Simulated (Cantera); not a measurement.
Charge: 1 mol CH₃F, 0.017 mol Si, at 973 K and 3.30 Pa.

Method: chemical equilibrium by Gibbs-energy minimisation in Cantera with the NASA 1993 tables (ideal gas, pure condensed phases). Candidate condensed phases: C, C₆H₆, C₇H₈, C₈H₁₈, Si, SiC; 113 gas species. Equilibrium is a limit: real reactors are often held back by kinetics, nucleation or transport.

Base state: H₂ 0.521, HF 0.470, SiF₄ 0.00857 (mole fractions); condensed: C(graphite).

Question: What changes in the equilibrium state with this change: Si from 0.017 to 0.0094 mol?

Answer: 
| species | before | after |
|---|---|---|
| H₂ | 0.521 | 0.512 |
| HF | 0.470 | 0.483 |
| SiF₄ | 0.00857 | 0.00472 |
| C(graphite), mol | 1.000 | 1.000 |
